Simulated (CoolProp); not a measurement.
Oxygen along the isobar 16.8 bar: density (kg/m³) from the reference equation and from simpler models built on Tc = -118.6 °C, pc = 50.46 bar, ω = 0.022; each cubic takes its own stable root.

Values from CoolProp's reference Helmholtz-energy equation of state, Schmidt 1985.

| T (°C) | phase | reference |
|---|---|---|
| -154.85 | liquid | 988.7 |
| -148.75 | liquid | 946.4 |
| -142.75 | gas | 64.10 |
| -136.65 | gas | 58.40 |
| -130.55 | gas | 54.03 |
| -124.55 | gas | 50.54 |
| -118.45 | gas | 47.55 |
| -112.45 | gas | 45.02 |
| -106.35 | gas | 42.78 |
| -100.35 | gas | 40.82 |
| -94.25 | gas | 39.04 |

Problem. How far does each simpler model (van der Waals, Redlich-Kwong, Soave-Redlich-Kwong, Peng-Robinson) lie from the reference over these 11 states: mean and median of the absolute difference, and the worst?

Solution. 
- van der Waals: mean 13.1 %, median 2.0 %, worst -93.1 % at -148.75 °C and 16.8 bar
- Redlich-Kwong: mean 0.7 %, median 0.2 %, worst -3.6 % at -148.75 °C and 16.8 bar
- Soave-Redlich-Kwong: mean 0.8 %, median 0.2 %, worst -4.1 % at -148.75 °C and 16.8 bar
- Peng-Robinson: mean 2.9 %, median 1.6 %, worst +10.1 % at -154.85 °C and 16.8 bar

At some of these states van der Waals gives the other phase, because its saturation line lies elsewhere.
